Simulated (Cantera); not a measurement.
A closed system holds: 1 mol BCl3, 23 mol NH3, 11 mol N2.

Method: chemical equilibrium by Gibbs-energy minimisation in Cantera with the NASA 1993 tables (ideal gas, pure condensed phases). Candidate condensed phases: B, BN, NH4Cl; 21 gas species. The tables' values for BCl2 are old estimates. Rates play no part.

Q: What condenses at these points (T in K, P in Pa): (2423, 6300); (1223, 63); (1323, 63); (1223, 1000); (1223, 160)?

A: 
| T (K) | P in Pa | condensed phases | B condensed (%) |
|---|---|---|---|
| 2423 | 6300 | gas only | 0.0 |
| 1223 | 63 | BN | 100.0 |
| 1323 | 63 | BN | 100.0 |
| 1223 | 1000 | BN | 100.0 |
| 1223 | 160 | BN | 100.0 |
